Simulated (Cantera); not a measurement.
## Thermodynamics of boron, boron nitride and boron oxide, feed B2H6 + H2

Charge: 1 mol B2H6, 41 mol H2, at 0.100 bar.

Equilibrium computed with Cantera from the NASA thermochemical tables; the gas is ideal and each condensed phase is pure. Candidate condensed phases: B; 7 gas species. The feed counts by its element totals alone. The tables' values for BH2 are old estimates; treat these amounts as uncertain. Gases not in the tables: B2H6 and higher boranes. The numbers say what is thermodynamically allowed, not how fast it happens.

| T (°C) | log p H2 | log p H | log p BH2 | log p B | n B(s) |
|---|---|---|---|---|---|
| 1602 | -1.00 | -3.68 | -4.66 | -7.84 | 1.99 |
| 1627 | -1.00 | -3.60 | -4.59 | -7.64 | 1.99 |
| 1652 | -1.00 | -3.52 | -4.53 | -7.44 | 1.99 |
| 1677 | -1.00 | -3.44 | -4.46 | -7.25 | 1.98 |
| 1702 | -1.00 | -3.36 | -4.39 | -7.06 | 1.98 |
| 1727 | -1.00 | -3.29 | -4.33 | -6.88 | 1.98 |
| 1752 | -1.00 | -3.22 | -4.27 | -6.70 | 1.98 |
| 1777 | -1.00 | -3.15 | -4.21 | -6.52 | 1.97 |
| 1802 | -1.00 | -3.08 | -4.15 | -6.35 | 1.97 |
| 1827 | -1.00 | -3.01 | -4.10 | -6.19 | 1.96 |
| 1852 | -1.01 | -2.94 | -4.04 | -6.03 | 1.96 |
| 1877 | -1.01 | -2.88 | -3.99 | -5.87 | 1.95 |
| 1902 | -1.01 | -2.82 | -3.94 | -5.71 | 1.95 |
| 1927 | -1.01 | -2.75 | -3.89 | -5.56 | 1.94 |
log p: log10 of the partial pressure in bar; n: condensed amount in mol.

From 1602 °C to 1927 °C the condensed part is B(s). The share of B in condensed phases is highest at 1602 °C (99.5 %) and lowest at 1927 °C (97.0 %).
